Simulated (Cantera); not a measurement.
What does this Cantera script print?

```python
import numpy as np
import cantera as ct

gas = ct.Solution("gri30.yaml")
gas.TPX = 350, 500000, {'H2': 1, 'O2': 0.98, 'N2': 3.69}
inlet = ct.Reservoir(gas, clone=True)
gas.equilibrate("HP")  # start burning
reactor = ct.IdealGasConstPressureReactor(gas, energy="on", clone=False)
exhaust = ct.Reservoir(gas, clone=True)
tau = [0.31, 0.074, 0.018, 0.0042, 0.001, 0.00024, 5.6e-05, 1.3e-05, 3.2e-06][0]
for a, b in ((inlet, reactor), (reactor, exhaust)):
    ct.MassFlowController(a, b, mdot=lambda t: reactor.mass / tau)
net = ct.ReactorNet([reactor])
show = ['H2', 'O2', 'HO2', 'NO', 'O']

rows = []
print(f"{'tau/s':>10s}{'T/K':>9s}" + "".join(f"{s:>11s}" for s in show))
for tau in [0.31, 0.074, 0.018, 0.0042, 0.001, 0.00024, 5.6e-05, 1.3e-05, 3.2e-06]:
    net.initial_time = 0.0
    net.advance(30 * tau)
    before = gas.X
    net.advance(40 * tau)
    drift = np.max(np.abs(gas.X - before) / (gas.X + 1e-9))
    rows.append([gas.T, *gas[show].X, drift])
    print(f"{tau:10.3e}{gas.T:9.1f}" + "".join(f"{x:11.3e}" for x in gas[show].X))
```

Result:

```
     tau/s      T/K         H2         O2        HO2         NO          O
 3.100e-01   1707.8  2.080e-05  9.274e-02  1.144e-06  7.394e-06  1.070e-05
 7.400e-02   1707.0  5.194e-05  9.272e-02  2.012e-06  4.726e-06  2.014e-05
 1.800e-02   1705.2  1.334e-04  9.267e-02  4.512e-06  4.586e-06  4.591e-05
 4.200e-03   1701.4  3.525e-04  9.262e-02  1.132e-05  4.858e-06  1.170e-04
 1.000e-03   1693.2  9.154e-04  9.260e-02  2.774e-05  4.364e-06  3.034e-04
 2.400e-04   1674.5  2.353e-03  9.277e-02  6.343e-05  3.922e-06  7.710e-04
 5.600e-05   1628.4  6.227e-03  9.376e-02  1.315e-04  4.615e-06  1.823e-03
 1.300e-05   1502.9  1.976e-02  9.948e-02  2.524e-04  4.291e-06  3.057e-03
 3.200e-06    350.0  1.764e-01  1.728e-01 -8.434e-17 -1.233e-19 -1.117e-19
```

Model: GRI-Mech 3.0 (53 species, 325 reactions), integrated in Cantera. The hydrogen kinetics of GRI-Mech 3.0 are dated; newer H2 mechanisms differ, most at raised pressure.
